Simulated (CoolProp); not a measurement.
The fluid at 298.15 K and 7.74 MPa is throttled through a valve to 3.58 MPa with no heat exchange. The same conditions are run with several fluids, on thermodynamics alone (safety and materials aside).

Values from CoolProp's reference Helmholtz-energy equation of state of each fluid (hydrogen chloride: Thol 2018; R142b: Lemmon 2006; hydrogen sulfide: Lemmon 2006; R124: de Vries 1995; n-hexane: Thol 2019).

```json
[
 {"fluid": "hydrogen chloride", "temperature change (K)": "-12.1", "final phase": "two-phase, vapour fraction 0.084", "final density (kg/m³)": "477"},
 {"fluid": "R142b", "temperature change (K)": "+1.1", "final phase": "liquid", "final density (kg/m³)": "1120"},
 {"fluid": "hydrogen sulfide", "temperature change (K)": "+0.2", "final phase": "liquid", "final density (kg/m³)": "779"},
 {"fluid": "R124", "temperature change (K)": "+0.9", "final phase": "liquid", "final density (kg/m³)": "1370"},
 {"fluid": "n-hexane", "temperature change (K)": "+1.7", "final phase": "liquid", "final density (kg/m³)": "657"}
]
```
